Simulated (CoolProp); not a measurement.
A simple Rankine cycle with sulfur dioxide: condensing at 315.15 K, boiler at 3.55 MPa, turbine inlet 524 K, turbine efficiency 0.8, pump efficiency 0.7, no recuperator. Each further row changes one setting.

Model: reference Helmholtz-energy equation of state, Gao 2016, in CoolProp.

```
case                             thermal efficiency (%)  net work (kJ/kg)  heat in (kJ/kg)  turbine exit temperature (K)  volume ratio over the turbine
-------------------------------  ----------------------  ----------------  ---------------  ----------------------------  -----------------------------
as stated                                          14.7              69.4              473                         402.3                           4.26
condensing temperature 307.15 K                    16.1              78.1              484                         387.7                           5.25
boiler pressure 2.48 MPa                           12.1              58.2              480                         428.2                           3.11
turbine efficiency 0.7                             12.8              60.3              473                         414.7                           4.41
```
